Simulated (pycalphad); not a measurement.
CALPHAD calculation (pycalphad, COST 507 light-alloy database (1999)), 1 atm. The data set is of 1999 and partly superseded. Diffusion is slow at the low end, where real alloys seldom reach equilibrium.

Molar enthalpy of Ti-3.12C (at.%) in equilibrium (SER reference):

```
T (K)  H (kJ/mol)           phases
-----  ----------  ---------------
2850       107.51           LIQUID
2700       100.66           LIQUID
2550        93.81           LIQUID
2400        86.96           LIQUID
2250        80.11           LIQUID
2100        73.27           LIQUID
2025        69.85           LIQUID
1950        66.42           LIQUID
1875        47.31  BCC_A2 + FCC_A1
1800        44.40  BCC_A2 + FCC_A1
1650        38.84  BCC_A2 + FCC_A1
1500        33.58  BCC_A2 + FCC_A1
1350        28.59  BCC_A2 + FCC_A1
1200        23.84  BCC_A2 + FCC_A1
1050        15.27  HCP_A3 + FCC_A1
900         10.26  HCP_A3 + FCC_A1
750          5.51  HCP_A3 + FCC_A1
600          1.04  HCP_A3 + FCC_A1
```

Cooling from 1950 K to 1875 K, across the freezing range, releases 19.1 kJ/mol, or 409 J/g. The slope is 46 J/(mol K) in the liquid and 39 J/(mol K) just below the solidus, where it includes any heat of precipitation. Liquidus 1925 K, solidus 1925 K. Changes were sought between steps of 75 K, so a narrower field can be missed.

FCC_A1 is fcc; BCC_A2 is bcc; HCP_A3 is hcp. The fcc model also describes the rock-salt carbide or nitride (TiC, TiN, HfC).
